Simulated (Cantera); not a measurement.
Feed: 1 mol acetone, 0.068 mol CO2, 38 mol H2, at 0.0660 bar.

Equilibrium computed with Cantera from the NASA thermochemical tables; the gas is ideal and each condensed phase is pure. Candidate condensed phases: C, C6H6, C7H8, C8H18, H2O; 110 gas species. The feed counts by its element totals alone. Equilibrium is a limit: real reactors are often held back by kinetics, nucleation or transport.

Task: At 2073 K, list the 4 most abundant gas species with their mole fractions, and the condensed phases.

Result: H2 0.962, CO 0.0268, H 0.0100, C2H2 (acetylene) 0.00118. Condensed: C(graphite).
